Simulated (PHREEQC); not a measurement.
# Polishing slurry liquid (model solution)

Consider water at 15 °C with 0.011 mol/kgw K2CO3. Closed to the air; pH follows from the charge balance.

Model: ion-association model, phreeqc.dat, run in PHREEQC.

This is a speciation only: nothing precipitates in the calculation.

Task: What pH, specific conductance, ionic strength does the model give?

Result: pH 11.25; specific conductance 2190 µS/cm; ionic strength 0.0321 mol/kgw.

Task: In which forms is C present?

Result: CO3-2 91 %, HCO3- 8.6 % of the C.

Complexes and solids missing from the database can't appear.
